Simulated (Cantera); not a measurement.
Input: 1 mol Si2H6, 19 mol N2, held at 1123 K and 0.780 bar.

Method: chemical equilibrium by Gibbs-energy minimisation in Cantera with the NASA 1993 tables (ideal gas, pure condensed phases). Candidate condensed phases: Si, Si3N4; 18 gas species. The feed counts by its element totals alone. N2 is the only nitrogen source here; it is nearly inert below about 1500 K, so the nitride shown seldom forms there in practice. The numbers say what is thermodynamically allowed, not how fast it happens.

**Question.** What is the equilibrium state?

**Answer.** 
- x(N2): 0.855
- x(H2): 0.145
- x(NH3): 1.12e-5
- n(Si3N4(s)): 0.667 mol
- gas amount: 20.67 mol
- log10 activity of Si(s) (absent): -5.65
